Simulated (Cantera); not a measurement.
**Silicon nitride deposition: SiCl4 + NH3 + H2**

Feed: 1 mol SiCl4, 0.76 mol NH3, 32 mol H2, equilibrated at 100000 Pa.

Method: chemical equilibrium by Gibbs-energy minimisation in Cantera with the NASA 1993 tables (ideal gas, pure condensed phases). Candidate condensed phases: NH4Cl, Si, Si3N4; 28 gas species. Mutual solubility and eutectic melting of coexisting phases are not modelled. The tables' values for SiCl3, SiCl are old estimates; treat these amounts as uncertain. Gases not in the tables: Si2H6 and higher silanes. Rates play no part.

| T (°C) | x H2 | x HCl | x SiCl2 | x SiCl4 | x N2 | x SiHCl3 | x H | x SiCl3 | n Si3N4(s) | n Si(l) |
|---|---|---|---|---|---|---|---|---|---|---|
| 700 | 0.921 | 0.0665 | 3.22e-7 | 0.0115 | 1.75e-5 | 0.000895 | 1.04e-9 | 1.14e-5 | 0.190 | 0 |
| 800 | 0.920 | 0.0675 | 8.87e-6 | 0.0105 | 1.24e-5 | 0.00176 | 1.34e-8 | 7.64e-5 | 0.190 | 0 |
| 900 | 0.918 | 0.0692 | 0.000123 | 0.00904 | 1.14e-5 | 0.00279 | 1.13e-7 | 0.000336 | 0.190 | 0 |
| 1000 | 0.915 | 0.0723 | 0.000917 | 0.00681 | 1.55e-5 | 0.00345 | 6.82e-7 | 0.000976 | 0.190 | 0 |
| 1100 | 0.910 | 0.0774 | 0.00347 | 0.00394 | 3.92e-5 | 0.00293 | 3.18e-6 | 0.00172 | 0.189 | 0 |
| 1200 | 0.905 | 0.0825 | 0.00713 | 0.00162 | 0.000167 | 0.00167 | 1.20e-5 | 0.00184 | 0.187 | 0 |
| 1300 | 0.902 | 0.0839 | 0.0104 | 0.000542 | 0.000754 | 0.000773 | 3.86e-5 | 0.00147 | 0.177 | 0 |
| 1400 | 0.901 | 0.0801 | 0.0141 | 0.000178 | 0.00244 | 0.000360 | 0.000108 | 0.00110 | 0.147 | 0 |
| 1500 | 0.902 | 0.0724 | 0.0187 | 5.99e-5 | 0.00563 | 0.000175 | 0.000270 | 0.000812 | 0.0906 | 0.0256 |
| 1600 | 0.895 | 0.0752 | 0.0177 | 2.17e-5 | 0.0107 | 7.71e-5 | 0.000611 | 0.000522 | 0 | 0.344 |
| 1700 | 0.893 | 0.0777 | 0.0167 | 8.67e-6 | 0.0107 | 3.68e-5 | 0.00127 | 0.000348 | 0 | 0.383 |
| 1800 | 0.890 | 0.0798 | 0.0158 | 3.74e-6 | 0.0107 | 1.87e-5 | 0.00248 | 0.000239 | 0 | 0.412 |
x: gas mole fraction; n: condensed amount in mol.

From 700 °C to 1400 °C the condensed part is Si3N4(s). At 1500 °C the condensed part is Si(l) + Si3N4(s). From 1600 °C to 1800 °C the condensed part is Si(l). The main Si-bearing gas is SiCl4 at 700 °C and SiCl2 at 1800 °C.
